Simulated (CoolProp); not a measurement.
Values from CoolProp's reference Helmholtz-energy equation of state, Tillner-Roth 1994.

Q: Give the vapour pressure (MPa), liquid density (kg/m³), vapour density (kg/m³), surface tension (mN/m) of saturated R134a at 259.1 K.

A: 
| T (K) | p (MPa) | liquid density (kg/m³) | vapour density (kg/m³) | surface tension (mN/m) |
|---|---|---|---|---|
| 259.1 | 0.170 | 1340 | 8.60 | 13.4 |

Surface tension comes from a separate correlation (Mulero 2012).
